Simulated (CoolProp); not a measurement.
The numbers come from the reference Helmholtz-energy equation of state, Lemmon 2006 in CoolProp. It is a short technical equation, of lower accuracy than the large ones.

Task: For neopentane, give the phase and the Z, cp (kJ/(kg K)), cv (kJ/(kg K)), Joule-Thomson coefficient (K/MPa) at 436.1 K and 16000 kPa; 550 K and 16000 kPa.

Result: 
- 436.1 K and 16000 kPa: supercritical; Z 0.677, cp 2.91, cv 2.30, Joule-Thomson coefficient 0.0357
- 550 K and 16000 kPa: supercritical; Z 0.747, cp 3.33, cv 2.74, Joule-Thomson coefficient 0.703
